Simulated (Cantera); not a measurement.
Feed: 1 mol Fe2O3, 2.4 mol Cl2, a varied amount of O2, equilibrated at 1350 °C and 13.0 mbar.

Cantera equilibrium calculation (NASA polynomials, part measured and part estimated; ideal gas, pure solids and liquids). Candidate condensed phases: Fe, FeCl2, FeCl3, FeO, Fe2O3, Fe3O4; 13 gas species. Equilibrium is a limit: real reactors are often held back by kinetics, nucleation or transport.

At 9.7 mol O2, list the 5 most abundant gas species with their mole fractions, and the condensed phases.

O2 0.795, FeCl2 0.131, Cl 0.0684, Cl2 0.00384, FeCl3 0.00160. Condensed: Fe3O4(s).
